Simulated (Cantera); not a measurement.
Feed: 1 mol Si, a varied amount of NF3, 2.5 mol N2, held at 498.15 K and 0.000710 bar.

Equilibrium computed with Cantera from the NASA thermochemical tables; the gas is ideal and each condensed phase is pure. Candidate condensed phases: Si, Si3N4; 16 gas species. Kinetics and transport are ignored.

Problem. At 6 mol NF3, list the 5 most abundant gas species with their mole fractions, and the condensed phases.

Solution. NF3 0.523, N2 0.359, SiF4 0.113, F2 0.00521, F 1.39e-5. Condensed: gas only.
